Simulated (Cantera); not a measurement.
Feed: 1 mol CCl₄, 2.4 mol H₂, 0.031 mol CH₄, equilibrated at 2100 K and 113 Torr.

Cantera equilibrium calculation (NASA polynomials, part measured and part estimated; ideal gas, pure solids and liquids). Equilibrium is a limit: real reactors are often held back by kinetics, nucleation or transport.

```json
[
 {"species": "Cl", "before": "0.0156", "after": "0.400"},
 {"species": "H", "before": "0.00266", "after": "0.369"},
 {"species": "HCl", "before": "0.873", "after": "0.108"},
 {"species": "C₃", "before": "1.92e-9", "after": "0.0278"},
 {"species": "H₂", "before": "0.109", "after": "0.0664"},
 {"species": "C", "before": "1.58e-9", "after": "0.00919"},
 {"species": "C₂", "before": "<1e-9", "after": "0.00553"},
 {"species": "C₅", "before": "<1e-9", "after": "0.000550"},
 {"species": "CH", "before": "<1e-9", "after": "0.000210"},
 {"species": "C₄", "before": "<1e-9", "after": "0.000171"},
 {"species": "C₂H", "before": "9.92e-8", "after": "0.00720"},
 {"species": "C(graphite), mol", "before": "1.03", "after": "0"}
]
```
Gas species are given as mole fractions.

**Question.** Name the change that produced these shifts.
A. pressure from 113 Torr to 8.25 Torr
B. pressure from 113 Torr to 0.248 Torr
C. temperature from 2100 K to 2523 K
D. temperature from 2100 K to 3473.15 K

**Answer.** D, temperature from 2100 K to 3473.15 K. The tables' values for CCl are old estimates; treat these amounts as uncertain
